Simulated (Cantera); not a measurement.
Cantera run:

```python
import numpy as np
import cantera as ct

gas_names = """
    H HO2 H2 H2O H2O2 H2S H2SO4 Mg MgH MgO MgOH MgO2H2 MgS Mg2 O OH O2 O3 S SH SO SO2 SO3 S2 S2O S8
""".split()
cond_names = """
    H2O(s) H2O(L) H2SO4(L) Mg(cr) Mg(L) MgO(s) MgO(L) MgO2H2(s) MgS(s) MgSO4(s) MgSO4(L) S(cr1) S(cr2)
    S(L)
""".split()


def load(file, names, dense=False):
    # The tables refer to 1 bar. Condensed volumes are neglected.
    table = {s.name: s for s in ct.Species.list_from_file(file)}
    out = []
    for n in names:
        d = dict(table[n].input_data)
        d["thermo"] = dict(d["thermo"], **{"reference-pressure": 1e5})
        if dense:
            d["equation-of-state"] = {"model": "constant-volume", "density": "1e6 g/cm^3"}
        out.append(ct.Species.from_dict(d))
    return out


gas = ct.Solution(thermo="ideal-gas", species=load("nasa_gas.yaml", gas_names))
cond = {s.name: ct.Solution(thermo="fixed-stoichiometry", species=[s], name=s.name)
        for s in load("nasa_condensed.yaml", cond_names, dense=True)}
atoms = {
    'MgSO4': {'Mg': 1, 'S': 1, 'O': 4},
    'H2': {'H': 2},
    'O2': {'O': 2},
}
top_T = {'MgS(s)': 2250}  # K; cautious upper limits of use, not melting points


def equilibrate(T, P, feed):
    n = {}
    for name, mol in feed.items():
        for a, k in atoms[name].items():
            n[a] = n.get(a, 0.0) + k * mol
    gas.TPX = T, P, n
    mass = sum(n.values()) * gas.mean_molecular_weight
    gas.equilibrate("TP")
    valid = [c for c in cond.values() if c.min_temp <= T <= top_T.get(c.name, c.max_temp)]
    mix = ct.Mixture([(gas, mass / gas.mean_molecular_weight)] + [(c, 0.0) for c in valid])
    mix.T, mix.P = T, P
    mix.equilibrate("TP", solver="vcs", rtol=1e-11, max_steps=5000)
    return mix


results = []
feed = {'MgSO4': 1, 'H2': 3.7, 'O2': 1.9}  # mol
P = 5600  # Pa
for T in [750, 775, 800, 825, 850, 875, 900, 925, 950, 975, 1000, 1025, 1050]:
    mix = equilibrate(T, P, feed)
    results.append((T, P, feed, dict(zip(mix.species_names, mix.species_moles))))
    x = sorted(zip(gas.X, gas.species_names), reverse=True)
    print(f"T = {T:g} K  P = {P:g} Pa  gas = {mix.phase_moles(0):.4g} mol")
    print("   x: " + "  ".join(f"{s} {v:.3e}" for v, s in x if v > 1e-05))
    print("   condensed (mol): " + ("  ".join(f"{mix.phase(i).name} {mix.phase_moles(i):.4g}"
          for i in range(1, mix.n_phases) if mix.phase_moles(i) > 1e-12) or "none"))
```

Result:

```
T = 750 K  P = 5600 Pa  gas = 3.75 mol
   x: H2O 9.867e-01  O2 1.333e-02
   condensed (mol): MgO(s) 6.265e-09  MgSO4(s) 1
T = 775 K  P = 5600 Pa  gas = 3.75 mol
   x: H2O 9.867e-01  O2 1.333e-02
   condensed (mol): MgO(s) 3.202e-08  MgSO4(s) 1
T = 800 K  P = 5600 Pa  gas = 3.75 mol
   x: H2O 9.867e-01  O2 1.333e-02
   condensed (mol): MgO(s) 1.56e-07  MgSO4(s) 1
T = 825 K  P = 5600 Pa  gas = 3.75 mol
   x: H2O 9.867e-01  O2 1.333e-02
   condensed (mol): MgO(s) 7.256e-07  MgSO4(s) 1
T = 850 K  P = 5600 Pa  gas = 3.75 mol
   x: H2O 9.867e-01  O2 1.333e-02
   condensed (mol): MgO(s) 3.212e-06  MgSO4(s) 1
T = 875 K  P = 5600 Pa  gas = 3.75 mol
   x: H2O 9.867e-01  O2 1.333e-02
   condensed (mol): MgO(s) 1.347e-05  MgSO4(s) 1
T = 900 K  P = 5600 Pa  gas = 3.75 mol
   x: H2O 9.866e-01  O2 1.334e-02  SO2 1.203e-05
   condensed (mol): MgO(s) 5.334e-05  MgSO4(s) 0.9999
T = 925 K  P = 5600 Pa  gas = 3.75 mol
   x: H2O 9.866e-01  O2 1.336e-02  SO2 4.699e-05
   condensed (mol): MgO(s) 0.0001988  MgSO4(s) 0.9998
T = 950 K  P = 5600 Pa  gas = 3.751 mol
   x: H2O 9.864e-01  O2 1.341e-02  SO2 1.703e-04  SO3 1.565e-05
   condensed (mol): MgO(s) 0.0006974  MgSO4(s) 0.9993
T = 975 K  P = 5600 Pa  gas = 3.753 mol
   x: H2O 9.858e-01  O2 1.361e-02  SO2 5.734e-04  SO3 3.864e-05
   condensed (mol): MgO(s) 0.002297  MgSO4(s) 0.9977
T = 1000 K  P = 5600 Pa  gas = 3.76 mol
   x: H2O 9.839e-01  O2 1.419e-02  SO2 1.788e-03  SO3 9.103e-05
   condensed (mol): MgO(s) 0.007065  MgSO4(s) 0.9929
T = 1025 K  P = 5600 Pa  gas = 3.78 mol
   x: H2O 9.789e-01  O2 1.577e-02  SO2 5.091e-03  SO3 2.053e-04
   condensed (mol): MgO(s) 0.02002  MgSO4(s) 0.98
T = 1050 K  P = 5600 Pa  gas = 3.826 mol
   x: H2O 9.670e-01  O2 1.957e-02  SO2 1.300e-02  SO3 4.446e-04
   condensed (mol): MgO(s) 0.05144  MgSO4(s) 0.9486
```

These are equilibrium values from Cantera (NASA tables, ideal gas, pure condensed phases), not measurements of a reactor. Mutual solubility and eutectic melting of coexisting phases are not modelled.
